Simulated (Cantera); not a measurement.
## Thermal oxidation and active oxidation of silicon: Si + CO2 + H2

A closed system holds: 1 mol Si, 0.7 mol CO2, 25 mol H2, equilibrated at 0.133 bar.

Equilibrium computed with Cantera from the NASA thermochemical tables; the gas is ideal and each condensed phase is pure. Candidate condensed phases: C, C6H6, C7H8, C8H18, H2O, Si, SiC, SiO2; 123 gas species. Mutual solubility and eutectic melting of coexisting phases are not modelled. The tables hold silica as quartz up to 1696 K and as liquid above; real silica turns to tridymite and cristobalite and melts near 1996 K. Gases not in the tables: Si2H6 and higher silanes. The numbers say what is thermodynamically allowed, not how fast it happens.

| T (°C) | x H2 | x SiO | x CO | x H | x CH4 | n C(graphite) | n SiC(s) | n SiO2(β-quartz) |
|---|---|---|---|---|---|---|---|---|
| 1027 | 0.995 | 3.11e-6 | 0.00418 | 3.02e-6 | 0.00104 | 0.217 | 0.352 | 0.647 |
| 1127 | 0.989 | 5.45e-5 | 0.0104 | 1.32e-5 | 0.000275 | 0 | 0.431 | 0.568 |
| 1227 | 0.988 | 0.000831 | 0.0108 | 4.79e-5 | 5.34e-5 | 0 | 0.426 | 0.553 |
| 1327 | 0.978 | 0.00843 | 0.0132 | 0.000147 | 1.41e-5 | 0 | 0.362 | 0.423 |
| 1427 | 0.947 | 0.0322 | 0.0208 | 0.000393 | 6.73e-6 | 0 | 0.150 | 0 |
| 1527 | 0.946 | 0.0322 | 0.0208 | 0.000954 | 5.51e-6 | 0 | 0.150 | 0 |
| 1627 | 0.945 | 0.0321 | 0.0209 | 0.00211 | 4.60e-6 | 0 | 0.149 | 0 |
x: gas mole fraction; n: condensed amount in mol.

At 1027 °C the condensed part is C(graphite) + SiC(s) + SiO2(β-quartz). From 1127 °C to 1327 °C the condensed part is SiC(s) + SiO2(β-quartz). From 1427 °C to 1627 °C the condensed part is SiC(s). The main Si-bearing gas is SiO throughout. The share of Si in condensed phases is highest at 1027 °C (100.0 %) and lowest at 1627 °C (14.9 %).
